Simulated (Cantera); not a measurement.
A Cantera script and what it prints.

```python
import numpy as np
import cantera as ct

gas_names = """
    O2 N2
""".split()
cond_names = """
    V(cr) VN(s) VO(s) V2O3(s) V2O4(II) V2O5(s)
""".split()


def load(file, names, dense=False):
    # The tables refer to 1 bar. Condensed volumes are neglected.
    table = {s.name: s for s in ct.Species.list_from_file(file)}
    out = []
    for n in names:
        d = dict(table[n].input_data)
        d["thermo"] = dict(d["thermo"], **{"reference-pressure": 1e5})
        if dense:
            d["equation-of-state"] = {"model": "constant-volume", "density": "1e6 g/cm^3"}
        out.append(ct.Species.from_dict(d))
    return out


species = {s.name: s for s in load("nasa_gas.yaml", gas_names) + load("nasa_condensed.yaml", cond_names)}
T = 675
g = {n: (s.thermo.h(T) - T * s.thermo.s(T)) / (ct.gas_constant * T * np.log(10)) for n, s in species.items()}
valid = cond_names  # the entries whose range holds T


def stable(la, lb):
    # potentials (over RT ln 10) of the two non-metals from log10 p(O2) and log10 p(N2) in bar
    mu = {}
    mu["O"] = (g["O2"] + la) / 2
    mu["N"] = (g["N2"] + lb) / 2
    cost = {}
    for n in valid:
        c = species[n].composition
        cost[n] = (g[n] - sum(c.get(e, 0) * m for e, m in mu.items())) / c["V"]
    return min(cost, key=cost.get)


results = []
for lb in [1, -1.3, -3.6, -5.9, -8.2, -10.5, -12.8, -15.1, -17.4, -19.7, -22]:
    row = [stable(la, lb) for la in [-24, -22.3, -20.6, -18.9, -17.1, -15.4, -13.7, -12, -10.3, -8.6, -6.9, -5.1, -3.4, -1.7, 0]]
    results.append(row)
    print(f"{lb:6.1f}  " + " ".join(f"{valid.index(n):x}" for n in row))
print("key: " + ", ".join(f"{i:x} {n}" for i, n in enumerate(valid)))
```

Output:

```
   1.0  3 4 4 4 4 4 4 4 4 5 5 5 5 5 5
  -1.3  3 4 4 4 4 4 4 4 4 5 5 5 5 5 5
  -3.6  3 4 4 4 4 4 4 4 4 5 5 5 5 5 5
  -5.9  3 4 4 4 4 4 4 4 4 5 5 5 5 5 5
  -8.2  3 4 4 4 4 4 4 4 4 5 5 5 5 5 5
 -10.5  3 4 4 4 4 4 4 4 4 5 5 5 5 5 5
 -12.8  3 4 4 4 4 4 4 4 4 5 5 5 5 5 5
 -15.1  3 4 4 4 4 4 4 4 4 5 5 5 5 5 5
 -17.4  3 4 4 4 4 4 4 4 4 5 5 5 5 5 5
 -19.7  3 4 4 4 4 4 4 4 4 5 5 5 5 5 5
 -22.0  3 4 4 4 4 4 4 4 4 5 5 5 5 5 5
key: 0 V(cr), 1 VN(s), 2 VO(s), 3 V2O3(s), 4 V2O4(II), 5 V2O5(s)
```

Standard-state values (1 bar) from the NASA 1993 polynomials, evaluated with Cantera. VN, VO: taken at fixed stoichiometry. Not in the tables: V3O5 to V6O13, V2N.
